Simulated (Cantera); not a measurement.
Feed: 1 mol Hg, 0.2 mol O₂, 1.1 mol H₂, at 875 K and 0.100 bar.

Cantera equilibrium calculation (NASA polynomials, part measured and part estimated; ideal gas, pure solids and liquids). Candidate condensed phases: H₂O, Hg, HgO; 10 gas species. Equilibrium is a limit: real reactors are often held back by kinetics, nucleation or transport.

Base state: Hg 0.476, H₂ 0.333, H₂O 0.190 (mole fractions); condensed: gas only.

### Question
What changes in the equilibrium state with this change: O₂ from 0.2 to 0.51 mol?

### Answer
| species | before | after |
|---|---|---|
| H₂O | 0.190 | 0.486 |
| Hg | 0.476 | 0.476 |
| H₂ | 0.333 | 0.0381 |

### Question
What changes in the equilibrium state with this change: O₂ from 0.2 to 0.019 mol?

### Answer
| species | before | after |
|---|---|---|
| H₂ | 0.333 | 0.506 |
| Hg | 0.476 | 0.476 |
| H₂O | 0.190 | 0.0181 |
